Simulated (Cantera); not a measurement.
Cantera run:

```python
import numpy as np
import cantera as ct

gas_names = [...]  # 114 gases of nasa_gas.yaml made of C, Fe, H, O
cond_names = """
    C(gr) C6H6(L) C7H8(L) C8H18(L),n-octa Fe(a) Fe(c) Fe(d) Fe(L) FeC5O5(L) FeO(s) FeO(L) Fe(OH)2(s)
    Fe(OH)3(s) Fe2O3(s) Fe3O4(s) H2O(s) H2O(L)
""".split()


# ... load() reads the species with a 1 bar reference pressure and builds the phases ...
atoms = {
    'Fe3O4': {'Fe': 3, 'O': 4},
    'CH4': {'C': 1, 'H': 4},
    'CO': {'C': 1, 'O': 1},
}
top_T = {'C(gr)': 4500, 'Fe2O3(s)': 1830, 'Fe3O4(s)': 1870}  # K; cautious upper limits of use, not melting points


# ... equilibrate(T, P, feed) seeds the gas with the atoms and calls Mixture.equilibrate('TP', solver="vcs", rtol=1e-11, max_steps=5000) ...
results = []
feed = {'Fe3O4': 1, 'CH4': 5.8, 'CO': 0.33}  # mol
P = 210000  # Pa
for T in [1573, 1623, 1673, 1723, 1773, 1823, 1873, 1923, 1973, 2023, 2073, 2123]:
    mix = equilibrate(T, P, feed)
    results.append((T, P, feed, dict(zip(mix.species_names, mix.species_moles))))
    x = sorted(zip(gas.X, gas.species_names), reverse=True)
    print(f"T = {T:g} K  P = {P:g} Pa  gas = {mix.phase_moles(0):.4g} mol")
    print("   x: " + "  ".join(f"{s} {v:.3e}" for v, s in x if v > 0.0001))
    print("   condensed (mol): " + ("  ".join(f"{mix.phase(i).name} {mix.phase_moles(i):.4g}"
          for i in range(1, mix.n_phases) if mix.phase_moles(i) > 1e-12) or "none"))
```

It prints:

```
T = 1573 K  P = 210000 Pa  gas = 15.89 mol
   x: H2 7.255e-01  CO 2.720e-01  CH4 2.028e-03  H2O 4.308e-04
   condensed (mol): C(gr) 1.775  Fe(c) 3
T = 1623 K  P = 210000 Pa  gas = 15.9 mol
   x: H2 7.260e-01  CO 2.720e-01  CH4 1.641e-03  H2O 3.140e-04
   condensed (mol): C(gr) 1.779  Fe(c) 3
T = 1673 K  P = 210000 Pa  gas = 15.9 mol
   x: H2 7.263e-01  CO 2.720e-01  CH4 1.345e-03  H2O 2.333e-04
   condensed (mol): C(gr) 1.781  Fe(d) 3
T = 1723 K  P = 210000 Pa  gas = 15.91 mol
   x: H2 7.266e-01  CO 2.719e-01  CH4 1.115e-03  H2O 1.764e-04  H 1.073e-04
   condensed (mol): C(gr) 1.783  Fe(d) 3
T = 1773 K  P = 210000 Pa  gas = 15.91 mol
   x: H2 7.267e-01  CO 2.719e-01  CH4 9.348e-04  H 1.673e-04  H2O 1.356e-04  C2H2,acetylene 1.017e-04
   condensed (mol): C(gr) 1.784  Fe(d) 3
T = 1823 K  P = 210000 Pa  gas = 15.92 mol
   x: H2 7.268e-01  CO 2.719e-01  CH4 7.914e-04  H 2.549e-04  C2H2,acetylene 1.536e-04  H2O 1.057e-04
   condensed (mol): C(gr) 1.784  Fe(L) 3
T = 1873 K  P = 210000 Pa  gas = 15.92 mol
   x: H2 7.267e-01  CO 2.719e-01  CH4 6.761e-04  H 3.797e-04  C2H2,acetylene 2.268e-04
   condensed (mol): C(gr) 1.783  Fe(L) 2.999
T = 1923 K  P = 210000 Pa  gas = 15.92 mol
   x: H2 7.266e-01  CO 2.718e-01  CH4 5.825e-04  H 5.541e-04  C2H2,acetylene 3.279e-04
   condensed (mol): C(gr) 1.781  Fe(L) 2.999
T = 1973 K  P = 210000 Pa  gas = 15.93 mol
   x: H2 7.263e-01  CO 2.718e-01  H 7.935e-04  CH4 5.056e-04  C2H2,acetylene 4.652e-04  Fe 1.277e-04
   condensed (mol): C(gr) 1.778  Fe(L) 2.998
T = 2023 K  P = 210000 Pa  gas = 15.93 mol
   x: H2 7.258e-01  CO 2.717e-01  H 1.117e-03  C2H2,acetylene 6.484e-04  CH4 4.421e-04  Fe 2.241e-04
   condensed (mol): C(gr) 1.773  Fe(L) 2.996
T = 2073 K  P = 210000 Pa  gas = 15.94 mol
   x: H2 7.252e-01  CO 2.716e-01  H 1.545e-03  C2H2,acetylene 8.887e-04  CH4 3.889e-04  Fe 3.823e-04
   condensed (mol): C(gr) 1.766  Fe(L) 2.994
T = 2123 K  P = 210000 Pa  gas = 15.95 mol
   x: H2 7.242e-01  CO 2.714e-01  H 2.107e-03  C2H2,acetylene 1.199e-03  Fe 6.348e-04  CH4 3.442e-04
   condensed (mol): C(gr) 1.756  Fe(L) 2.99
```

Method: chemical equilibrium by Gibbs-energy minimisation in Cantera with the NASA 1993 tables (ideal gas, pure condensed phases). Iron dissolves carbon and melts from about 1420 K in contact with it, which pure phases cannot show. Condensed phases not in the tables: cementite and carbon dissolved in iron.
